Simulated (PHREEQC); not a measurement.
Consider water at 35 °C with 19 mmol/kgw NH3, 80 mmol/kgw K2SO4 and 0.24 mmol/kgw KH2PO4. Closed to the air; pH follows from the charge balance.

All values are PHREEQC results (ion-association model, phreeqc.dat), not measurements.

| quantity | before | after |
|---|---|---|
| pH | 10.44 | 11.07 |
| ionic strength (mol/kgw) | 0.203 | 0.211 |
| K+ (mol/kgw) | 0.141 | 0.145 |
| SO4-2 (mol/kgw) | 0.0605 | 0.0645 |
| HPO4-2 (mol/kgw) | 0.000206 | 0.000180 |

Problem. Name the change that produced these shifts.
A. NH3 left out
B. K2SO4 from 0.08 to 0.04 mol/kgw
C. temperature from 35 to 90 °C
D. temperature from 35 to 15 °C
E. K2SO4 from 0.08 to 0.008 mol/kgw

Solution. D, temperature from 35 to 15 °C

Precipitation was switched off in this run.
